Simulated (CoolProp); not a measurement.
Vapour-liquid equilibrium of acetone (1) + dimethyl carbonate (2) at 349.4 K; x and y are mole fractions of (1).

Model: multi-fluid Helmholtz-energy mixture model, Lemmon 2006 and Zhou 2011; pair parameters Bell 2016, in CoolProp.

| x | bubble pressure (kPa) | y at the bubble point | dew pressure at overall composition x (kPa) | liquid density (mol/L) |
|---|---|---|---|---|
| 0.05 | 71.35 | 0.147 | 66.18 | 11.09 |
| 0.125 | 81.92 | 0.311 | 70.09 | 11.19 |
| 0.2 | 91.85 | 0.432 | (withheld) | 11.29 |
| 0.275 | 101.4 | 0.528 | 79.38 | 11.39 |
| 0.35 | 110.6 | 0.608 | (withheld) | 11.50 |
| 0.425 | 119.8 | 0.676 | 91.21 | 11.60 |
| 0.5 | (withheld) | 0.735 | 98.39 | 11.71 |
| 0.575 | 138.2 | 0.787 | (withheld) | 11.82 |
| 0.65 | (withheld) | 0.834 | (withheld) | 11.93 |
| 0.725 | 157.0 | 0.877 | 127.4 | 12.05 |
| 0.8 | 166.6 | (withheld) | 140.6 | 12.16 |
| 0.875 | (withheld) | 0.950 | 156.6 | 12.28 |
| 0.95 | 186.3 | 0.981 | 176.5 | 12.40 |

Question: What belongs in the gaps?

Answer: 
- 0.2, dew pressure at overall composition x (kPa): 74.47
- 0.35, dew pressure at overall composition x (kPa): 84.92
- 0.5, bubble pressure (kPa): 128.9
- 0.575, dew pressure at overall composition x (kPa): 106.6
- 0.65, bubble pressure (kPa): 147.5
- 0.65, dew pressure at overall composition x (kPa): 116.2
- 0.8, y at the bubble point: 0.915
- 0.875, bubble pressure (kPa): 176.4

No azeotrope shows between x = 0.05 and 0.95.

Pair parameters are fitted to limited data, so mixtures are less certain than the pure fluids.
